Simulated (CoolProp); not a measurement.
Vapour pressure (bar) of hydrogen chloride: the reference equation beside estimates from Tc = 324.7 K, pc = 83.14 bar, ω = 0.130. Clausius-Clapeyron is anchored at 227.8 K with a constant enthalpy of vaporisation of 14.39 kJ/mol.

Model: reference Helmholtz-energy equation of state, Thol 2018, in CoolProp.

```
T (K)  reference  Lee-Kesler  Clausius-Clapeyron  van der Waals  Soave-Redlich-Kwong
-----  ---------  ----------  ------------------  -------------  -------------------
182.6     0.7307      0.6856              0.9595          4.919               0.6885
193.9      1.388       1.331               1.667          7.029                1.334
205.2      2.440       2.382               2.726          9.686                2.382
216.5      4.024       3.983               4.234          12.95                3.980
227.8      6.296       6.293               6.296          16.86                6.292
239.1      9.421       9.481               9.016          21.48                9.494
250.4      13.58       13.72               12.50          26.84                13.77
261.7      18.97       19.19               16.85          32.99                19.33
272.9      25.72       26.02               22.10          39.90                26.29
284.2      34.20       34.55               28.45          47.71                34.98
295.5      44.61       44.97               35.91          56.41                45.56
```

Absolute difference from the reference over all 11 rows, mean and median: Lee-Kesler 1.8 and 1.0 %, Clausius-Clapeyron 12.9 and 11.7 %, van der Waals 189.7 and 128.0 %, Soave-Redlich-Kwong 2.2 and 2.1 %.
